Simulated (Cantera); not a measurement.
A closed system holds: 1 mol CH3SiCl3, 0.56 mol C2H4, 420 mol H2, at 0.210 bar.

These are equilibrium values from Cantera (NASA tables, ideal gas, pure condensed phases), not measurements of a reactor. Candidate condensed phases: C, C6H6, C7H8, C8H18, Si, SiC; 109 gas species. The feed counts by its element totals alone. The numbers say what is thermodynamically allowed, not how fast it happens.

Q: At 1227 °C, list the 4 most abundant gas species with their mole fractions, and the condensed phases.

A: H2 0.992, HCl 0.00707, CH4 0.000531, H 3.83e-5. Condensed: C(graphite) + SiC(s).
